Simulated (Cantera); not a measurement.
A closed system holds: 1 mol CCl4, 0.49 mol Si, 0.099 mol H2, 0.011 mol F2, held at 1250 K and 0.100 bar.

Cantera equilibrium calculation (NASA polynomials, part measured and part estimated; ideal gas, pure solids and liquids). Rates play no part.

```tsv
species	before	after
Cl2	0.561	0.431
SiCl4	0.296	0.272
Cl	0.0185	0.183
HCl	0.121	0.111
CCl4	2.56e-5	1.18e-7
HF	0.000161	0.000147
SiF4	0.00332	0.00305
C(graphite), mol	1.000	1.000
```
Gas species are given as mole fractions.

Problem. Name the change that produced these shifts.
(A) temperature from 1250 K to 2900 K
(B) pressure from 0.100 bar to 1.00 bar
(C) F2 from 0.011 to 2.4 mol
(D) pressure from 0.100 bar to 0.000780 bar

Solution. D, pressure from 0.100 bar to 0.000780 bar
